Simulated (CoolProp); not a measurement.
Saturated liquid density (kg/m³) of nitrous oxide: the reference equation beside estimates from Tc = 36.4 °C, pc = 7245 kPa, ω = 0.161.

Model: reference Helmholtz-energy equation of state, Lemmon 2006, in CoolProp. It is a short technical equation, of lower accuracy than the large ones.

| T (°C) | reference | van der Waals | Peng-Robinson |
|---|---|---|---|
| -81.65 | 1210 | 753.9 | 1271 |
| -77.35 | 1197 | 746.4 | 1258 |
| -73.15 | 1184 | 738.8 | 1245 |
| -68.95 | 1171 | 731.1 | 1231 |
| -64.75 | 1158 | 723.3 | 1217 |
| -60.45 | 1144 | 715.0 | 1202 |
| -56.25 | 1131 | 706.8 | 1186 |
| -52.05 | 1117 | 698.3 | 1170 |
| -47.85 | 1102 | 689.5 | 1154 |
| -43.55 | 1087 | 680.4 | 1136 |
| -39.35 | 1072 | 671.1 | 1118 |
| -35.15 | 1057 | 661.6 | 1100 |

Absolute difference from the reference over all 12 rows, mean and median: van der Waals 37.5 and 37.5 %, Peng-Robinson 4.8 and 5.0 %.
